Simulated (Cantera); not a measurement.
Mixture: CH4 : O2 : N2 : H2O = 1 : 0.909 : 3.42 : 0.42 (molar parts), equivalence ratio 2.2, at 1.18 atm, adiabatic and at constant pressure. Ignition delay is the time to a rise of 400 K.

Computed with Cantera and GRI-Mech 3.0 (53 species, 325 reactions).

Predict: delay at 1048 K; delay at 1198 K; delay at 1348 K; delay at 1498 K; apparent activation energy between 1423 and 1573 K.


```json
{
  "delay at 1048 K": "0.698 s",
  "delay at 1198 K": "75.4 ms",
  "delay at 1348 K": "10.7 ms",
  "delay at 1498 K": "1.83 ms",
  "apparent activation energy between 1423 and 1573 K": "210 kJ/mol"
}
```
